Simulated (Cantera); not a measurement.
A freely propagating, adiabatic, planar premixed flame of 29.6 % H₂, 14.8 % O₂, 55.6 % N₂, equivalence ratio 1.0, unburnt at 300 K and 1.00 bar; mixture-averaged transport, grid criteria slope 0.08 and curve 0.16, no radiation.

Model: the H2/O2 subset of GRI-Mech 3.0, which has no nitrogen chemistry, integrated in Cantera. Burning velocities carry a grid error of a few per cent, more on coarse grids.

Problem. Predict: laminar burning velocity; thermal thickness; peak x(HO₂); peak x(H); peak x(H₂O₂).

Solution. laminar burning velocity: 234 cm/s
thermal thickness: 0.345 mm
peak x(HO₂): 0.000507
peak x(H): 0.0423
peak x(H₂O₂): 0.000127
